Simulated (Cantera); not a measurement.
## Low-pressure radical oxidation in H2/O2

An isothermal, constant-pressure homogeneous reactor starts with H2 : O2 = 0.0091 : 1 (molar parts), at 975 K and 2670 Pa.

Model: the H2/O2 subset of GRI-Mech 3.0, which has no nitrogen chemistry, integrated in Cantera. Radical loss at walls, strong at low pressure, is not modelled.

| t (s) | x H2 | x O2 | x H2O | x OH | x H2O2 |
|---|---|---|---|---|---|
| 0.000200 | 0.00902 | 0.991 | 2.81e-12 | 9.96e-12 | <1e-12 |
| 0.000743 | 0.00902 | 0.991 | 6.95e-11 | 6.54e-11 | <1e-12 |
| 0.00276 | 0.00902 | 0.991 | 4.18e-9 | 1.88e-9 | <1e-12 |
| 0.0102 | 0.00862 | 0.991 | 0.000314 | 0.000123 | 1.16e-8 |
| 0.0381 | 3.42e-5 | 0.990 | 0.00892 | 0.000144 | 4.08e-8 |
| 0.141 | 2.51e-6 | 0.991 | 0.00903 | 4.55e-5 | 2.57e-8 |
| 0.525 | 2.13e-7 | 0.991 | 0.00905 | 1.42e-5 | 1.39e-8 |
| 1.95 | 1.68e-8 | 0.991 | 0.00906 | 4.68e-6 | 4.45e-9 |
| 7.25 | 1.69e-9 | 0.991 | 0.00906 | 1.78e-6 | 1.05e-9 |
| 26.9 | 2.64e-10 | 0.991 | 0.00906 | 7.76e-7 | 2.47e-10 |
| 100 | 5.43e-11 | 0.991 | 0.00906 | 3.67e-7 | 6.12e-11 |
x: mole fraction; the columns are a selection and need not sum to one.

Equilibrium at this temperature and pressure: H2 2.28e-12, O2 0.991, H2O 0.00906, OH 7.67e-8, H2O2 2.99e-12 (gas phase only).
